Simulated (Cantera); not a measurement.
# Thermodynamics of oxide etching and cleaning by halides, feed MgO + HBr

Feed: 1 mol MgO, a varied amount of HBr, held at 32.3 Torr.

These are equilibrium values from Cantera (NASA tables, ideal gas, pure condensed phases), not measurements of a reactor. Candidate condensed phases: Br2, H2O, Mg, MgBr2, MgO, Mg(OH)2; 20 gas species. Equilibrium is a limit: real reactors are often held back by kinetics, nucleation or transport.

Stable condensed phases:

```
T in K \ n(HBr) in mol
         2.8 4.5 7.1  11  18  28  45
   1775    A   A   B   B   B   B   B
   1725    A   A   B   B   B   B   B
   1675    A   A   B   B   B   B   B
   1625    A   A   B   B   B   B   B
   1575    A   A   B   B   B   B   B
   1525    A   A   A   B   B   B   B
   1475    A   A   A   B   B   B   B
   1425    A   A   A   B   B   B   B
   1375    A   A   A   B   B   B   B
   1325    A   A   A   A   B   B   B
   1275    A   A   A   A   B   B   B
   1225    A   A   A   A   B   B   B
```

A: MgO; B: gas only.
